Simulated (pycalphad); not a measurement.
All values are pycalphad results on the COST 507 light-alloy database (1999) (1 atm), not direct measurements. The database dates from 1999; later assessments differ in places, in temperatures and in the compounds included. The system is extrapolated from its subsystems; higher-order compounds may be missing. Phase fractions are per mole of atoms. Kinetics are ignored, which matters at the lower temperatures.

Problem. Give the equilibrium state of Ti-4.35Al-0.71C (at.%) at 600 K.

Solution. hcp, fraction 0.981, with 4.4 Al, <0.01 C at.%; fcc, fraction 0.019, with <0.01 Al, 36.7 C at.%.

Problem. Give the equilibrium state of Ti-4.35Al-0.71C (at.%) at 1450 K.

Solution. 
```
T = 1450.00 K, P = 101325 Pa, N = 1 mol of atoms
G = -83662 J/mol, H = 33077 J/mol, S = 80.51 J/(mol K)  (SER reference)
chemical potentials (J/mol): Ti -78822, Al -163422, C -242086
phase             fraction      x(Ti)      x(Al)       x(C)
BCC_A2              0.9971     0.9502     0.0436     0.0061
FCC_A1              0.0029     0.6621   3.46e-10     0.3379
```

FCC_A1 is fcc; BCC_A2 is bcc. The fcc model also describes the rock-salt carbide or nitride (TiC, TiN, HfC).
